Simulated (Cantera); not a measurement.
A Cantera script and what it prints.

```python
import numpy as np
import cantera as ct

gas_names = """
    CL CLO CL2 Fe FeCL FeCL2 FeCL3 FeO Fe(OH)2 Fe2CL4 Fe2CL6 H HCL HOCL HO2 H2 H2O H2O2 O OH O2 O3
""".split()
cond_names = """
    Fe(a) Fe(c) Fe(d) Fe(L) FeCL2(s) FeCL2(L) FeCL3(s) FeCL3(L) FeO(s) FeO(L) Fe(OH)2(s) Fe(OH)3(s)
    Fe2O3(s) Fe3O4(s) H2O(s) H2O(L)
""".split()


def load(file, names, dense=False):
    # The tables refer to 1 bar. Condensed volumes are neglected.
    table = {s.name: s for s in ct.Species.list_from_file(file)}
    out = []
    for n in names:
        d = dict(table[n].input_data)
        d["thermo"] = dict(d["thermo"], **{"reference-pressure": 1e5})
        if dense:
            d["equation-of-state"] = {"model": "constant-volume", "density": "1e6 g/cm^3"}
        out.append(ct.Species.from_dict(d))
    return out


gas = ct.Solution(thermo="ideal-gas", species=load("nasa_gas.yaml", gas_names))
cond = {s.name: ct.Solution(thermo="fixed-stoichiometry", species=[s], name=s.name)
        for s in load("nasa_condensed.yaml", cond_names, dense=True)}
atoms = {
    'FeCl3': {'Fe': 1, 'CL': 3},
    'H2O': {'H': 2, 'O': 1},
    'H2': {'H': 2},
}
top_T = {'Fe2O3(s)': 1830, 'Fe3O4(s)': 1870}  # K; cautious upper limits of use, not melting points


def equilibrate(T, P, feed):
    n = {}
    for name, mol in feed.items():
        for a, k in atoms[name].items():
            n[a] = n.get(a, 0.0) + k * mol
    gas.TPX = T, P, n
    mass = sum(n.values()) * gas.mean_molecular_weight
    gas.equilibrate("TP")
    valid = [c for c in cond.values() if c.min_temp <= T <= top_T.get(c.name, c.max_temp)]
    mix = ct.Mixture([(gas, mass / gas.mean_molecular_weight)] + [(c, 0.0) for c in valid])
    mix.T, mix.P = T, P
    mix.equilibrate("TP", solver="vcs", rtol=1e-11, max_steps=5000)
    return mix


results = []
P = 470  # Pa
for T in [900, 1000, 1100, 1200, 1300, 1400, 1500, 1600, 1700, 1800, 1900, 2000, 2100, 2200]:
    for m in [1.8, 2.3, 3, 4, 5.2, 6.8, 8.9, 12]:
        feed = {'FeCl3': 1, 'H2O': m, 'H2': 40}  # mol
        mix = equilibrate(T, P, feed)
        results.append((T, P, feed, dict(zip(mix.species_names, mix.species_moles))))

for T, P, feed, n in results:
    print(f"{T:7g} {feed['H2O']:10.4g}  " + (" + ".join(c for c in cond_names if n.get(c, 0) > 1e-12) or "gas only"))
```

Result:

```
    900        1.8  Fe(a)
    900        2.3  Fe(a)
    900          3  Fe(a)
    900          4  Fe(a)
    900        5.2  Fe(a)
    900        6.8  FeO(s)
    900        8.9  FeO(s)
    900         12  FeO(s)
   1000        1.8  Fe(a)
   1000        2.3  Fe(a)
   1000          3  Fe(a)
   1000          4  Fe(a)
   1000        5.2  Fe(a)
   1000        6.8  Fe(a)
   1000        8.9  FeO(s)
   1000         12  FeO(s)
   1100        1.8  Fe(a)
   1100        2.3  Fe(a)
   1100          3  Fe(a)
   1100          4  Fe(a)
   1100        5.2  Fe(a)
   1100        6.8  Fe(a)
   1100        8.9  Fe(a) + FeO(s)
   1100         12  FeO(s)
   1200        1.8  Fe(c)
   1200        2.3  Fe(c)
   1200          3  Fe(c)
   1200          4  Fe(c)
   1200        5.2  Fe(c)
   1200        6.8  Fe(c)
   1200        8.9  Fe(c)
   1200         12  FeO(s)
   1300        1.8  Fe(c)
   1300        2.3  Fe(c)
   1300          3  Fe(c)
   1300          4  Fe(c)
   1300        5.2  Fe(c)
   1300        6.8  Fe(c)
   1300        8.9  Fe(c)
   1300         12  Fe(c)
   1400        1.8  Fe(c)
   1400        2.3  Fe(c)
   1400          3  Fe(c)
   1400          4  Fe(c)
   1400        5.2  Fe(c)
   1400        6.8  Fe(c)
   1400        8.9  Fe(c)
   1400         12  Fe(c)
   1500        1.8  Fe(c)
   1500        2.3  Fe(c)
   1500          3  Fe(c)
   1500          4  Fe(c)
   1500        5.2  Fe(c)
   1500        6.8  Fe(c)
   1500        8.9  Fe(c)
   1500         12  Fe(c)
   1600        1.8  Fe(c)
   1600        2.3  Fe(c)
   1600          3  Fe(c)
   1600          4  Fe(c)
   1600        5.2  Fe(c)
   1600        6.8  Fe(c)
   1600        8.9  Fe(c)
   1600         12  Fe(c)
   1700        1.8  Fe(d)
   1700        2.3  Fe(d)
   1700          3  Fe(d)
   1700          4  Fe(d)
   1700        5.2  Fe(d)
   1700        6.8  Fe(d)
   1700        8.9  Fe(d)
   1700         12  Fe(d)
   1800        1.8  Fe(d)
   1800        2.3  Fe(d)
   1800          3  Fe(d)
   1800          4  Fe(d)
   1800        5.2  Fe(d)
   1800        6.8  Fe(d)
   1800        8.9  Fe(d)
   1800         12  Fe(d)
   1900        1.8  gas only
   1900        2.3  gas only
   1900          3  gas only
   1900          4  gas only
   1900        5.2  gas only
   1900        6.8  gas only
   1900        8.9  gas only
   1900         12  gas only
   2000        1.8  gas only
   2000        2.3  gas only
   2000          3  gas only
   2000          4  gas only
   2000        5.2  gas only
   2000        6.8  gas only
   2000        8.9  gas only
   2000         12  gas only
   2100        1.8  gas only
   2100        2.3  gas only
   2100          3  gas only
   2100          4  gas only
   2100        5.2  gas only
   2100        6.8  gas only
   2100        8.9  gas only
   2100         12  gas only
   2200        1.8  gas only
   2200        2.3  gas only
   2200          3  gas only
   2200          4  gas only
   2200        5.2  gas only
   2200        6.8  gas only
   2200        8.9  gas only
   2200         12  gas only
```

These are equilibrium values from Cantera (NASA tables, ideal gas, pure condensed phases), not measurements of a reactor. Mutual solubility and eutectic melting of coexisting phases are not modelled. The tables' stoichiometric FeO is somewhat more stable than real wüstite, so its field is too wide. FeO: taken at fixed stoichiometry.
